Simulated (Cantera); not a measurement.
What does this Cantera script print?

```python
import numpy as np
import cantera as ct

gas = ct.Solution("gri30.yaml")
gas.TPX = 1650, 100000, {'NO': 1, 'N2': 4.2, 'H2O': 0.0065}
inlet = ct.Reservoir(gas, clone=True)

reactor = ct.IdealGasConstPressureReactor(gas, energy="off", clone=False)
exhaust = ct.Reservoir(gas, clone=True)
tau = [22, 3.7, 0.64, 0.11, 0.018, 0.0031, 0.00054][0]
for a, b in ((inlet, reactor), (reactor, exhaust)):
    ct.MassFlowController(a, b, mdot=lambda t: reactor.mass / tau)
net = ct.ReactorNet([reactor])
show = ['NO', 'N2O', 'NO2', 'O', 'N2']

rows = []
print(f"{'tau/s':>10s}{'T/K':>9s}" + "".join(f"{s:>11s}" for s in show))
for tau in [22, 3.7, 0.64, 0.11, 0.018, 0.0031, 0.00054]:
    net.initial_time = 0.0
    net.advance(30 * tau)
    before = gas.X
    net.advance(40 * tau)
    drift = np.max(np.abs(gas.X - before) / (gas.X + 1e-9))
    rows.append([gas.T, *gas[show].X, drift])
    print(f"{tau:10.3e}{gas.T:9.1f}" + "".join(f"{x:11.3e}" for x in gas[show].X))
```

Result:

```
     tau/s      T/K         NO        N2O        NO2          O         N2
 2.200e+01   1650.0  1.406e-01  7.418e-06  1.758e-04  4.276e-06  8.324e-01
 3.700e+00   1650.0  1.788e-01  1.201e-05  1.202e-04  2.333e-06  8.133e-01
 6.400e-01   1650.0  1.895e-01  1.340e-05  7.000e-05  1.313e-06  8.080e-01
 1.100e-01   1650.0  1.916e-01  1.302e-05  4.877e-05  9.285e-07  8.069e-01
 1.800e-02   1650.0  1.920e-01  9.995e-06  2.947e-05  5.952e-07  8.067e-01
 3.100e-03   1650.0  1.920e-01  4.249e-06  6.999e-06  1.920e-07  8.067e-01
 5.400e-04   1650.0  1.921e-01  9.887e-07  1.009e-06  7.562e-08  8.067e-01
```

Model: GRI-Mech 3.0 (53 species, 325 reactions), integrated in Cantera.
